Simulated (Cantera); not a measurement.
Cantera run:

```python
import numpy as np
import cantera as ct

gas_names = """
    Electron B B+ B- BH BH2 BH3 BN B2 H H+ H- H2 H2+ H2- N N+ N- NH NH+ NH2 NH3 NH4+ N2 N2+ N2- N2H2
    N2H4
""".split()
cond_names = """
    B(b) B(L) BN(s)
""".split()


def load(file, names, dense=False):
    # The tables refer to 1 bar. Condensed volumes are neglected.
    table = {s.name: s for s in ct.Species.list_from_file(file)}
    out = []
    for n in names:
        d = dict(table[n].input_data)
        d["thermo"] = dict(d["thermo"], **{"reference-pressure": 1e5})
        if dense:
            d["equation-of-state"] = {"model": "constant-volume", "density": "1e6 g/cm^3"}
        out.append(ct.Species.from_dict(d))
    return out


gas = ct.Solution(thermo="ideal-gas", species=load("nasa_gas.yaml", gas_names))
cond = {s.name: ct.Solution(thermo="fixed-stoichiometry", species=[s], name=s.name)
        for s in load("nasa_condensed.yaml", cond_names, dense=True)}
atoms = {
    'BN': {'B': 1, 'N': 1},
    'H2': {'H': 2},
}
top_T = {'BN(s)': 3200}  # K; cautious upper limits of use, not melting points


def equilibrate(T, P, feed):
    n = {}
    for name, mol in feed.items():
        for a, k in atoms[name].items():
            n[a] = n.get(a, 0.0) + k * mol
    gas.TPX = T, P, n
    mass = sum(n.values()) * gas.mean_molecular_weight
    gas.equilibrate("TP")
    valid = [c for c in cond.values() if c.min_temp <= T <= top_T.get(c.name, c.max_temp)]
    mix = ct.Mixture([(gas, mass / gas.mean_molecular_weight)] + [(c, 0.0) for c in valid])
    mix.T, mix.P = T, P
    mix.equilibrate("TP", solver="vcs", rtol=1e-11, max_steps=5000)
    return mix


results = []
feed = {'BN': 1, 'H2': 0.55}  # mol
P = 1333.22  # Pa
for T in [2000, 2500, 3000, 3500, 4000, 4500, 5000]:
    mix = equilibrate(T, P, feed)
    results.append((T, P, feed, dict(zip(mix.species_names, mix.species_moles))))
    x = sorted(zip(gas.X, gas.species_names), reverse=True)
    print(f"T = {T:g} K  P = {P:g} Pa  gas = {mix.phase_moles(0):.4g} mol")
    print("   x: " + "  ".join(f"{s} {v:.3e}" for v, s in x if v > 1e-05))
    print("   condensed (mol): " + ("  ".join(f"{mix.phase(i).name} {mix.phase_moles(i):.4g}"
          for i in range(1, mix.n_phases) if mix.phase_moles(i) > 1e-12) or "none"))
```

It prints:

```
T = 2000 K  P = 1333.22 Pa  gas = 0.5588 mol
   x: H2 9.768e-01  H 1.392e-02  N2 8.828e-03  BH2 4.572e-04
   condensed (mol): B(b) 0.009602  BN(s) 0.9901
T = 2500 K  P = 1333.22 Pa  gas = 1.137 mol
   x: N2 4.396e-01  H2 4.120e-01  H 1.398e-01  B 6.502e-03  BH2 1.616e-03  BH 2.532e-04  BN 1.910e-04
   condensed (mol): B(L) 0.9903
T = 3000 K  P = 1333.22 Pa  gas = 2.223 mol
   x: H 3.558e-01  B 3.466e-01  N2 2.231e-01  H2 6.770e-02  BN 3.591e-03  BH 2.042e-03  BH2 7.867e-04  B2 3.272e-04  N 5.697e-05
   condensed (mol): B(L) 0.2138
T = 3500 K  P = 1333.22 Pa  gas = 2.58 mol
   x: H 4.129e-01  B 3.847e-01  N2 1.922e-01  H2 6.518e-03  BN 2.238e-03  N 8.412e-04  BH 3.470e-04  B2 7.338e-05  B+ 5.116e-05  Electron 5.115e-05  BH2 1.075e-05
   condensed (mol): none
T = 4000 K  P = 1333.22 Pa  gas = 2.605 mol
   x: H 4.203e-01  B 3.819e-01  N2 1.879e-01  N 6.662e-03  BN 1.507e-03  H2 9.271e-04  B+ 3.361e-04  Electron 3.361e-04  BH 7.630e-05  B2 2.005e-05
   condensed (mol): none
T = 4500 K  P = 1333.22 Pa  gas = 2.645 mol
   x: H 4.155e-01  B 3.755e-01  N2 1.723e-01  N 3.236e-02  B+ 1.470e-03  Electron 1.470e-03  BN 1.060e-03  H2 1.925e-04  BH 2.256e-05
   condensed (mol): none
T = 5000 K  P = 1333.22 Pa  gas = 2.754 mol
   x: H 3.993e-01  B 3.576e-01  N2 1.295e-01  N 1.033e-01  B+ 4.770e-03  Electron 4.770e-03  BN 6.933e-04  H2 5.138e-05
   condensed (mol): none
```

These are equilibrium values from Cantera (NASA tables, ideal gas, pure condensed phases), not measurements of a reactor. Mutual solubility and eutectic melting of coexisting phases are not modelled. The tables' values for BH2 are old estimates; treat these amounts as uncertain.
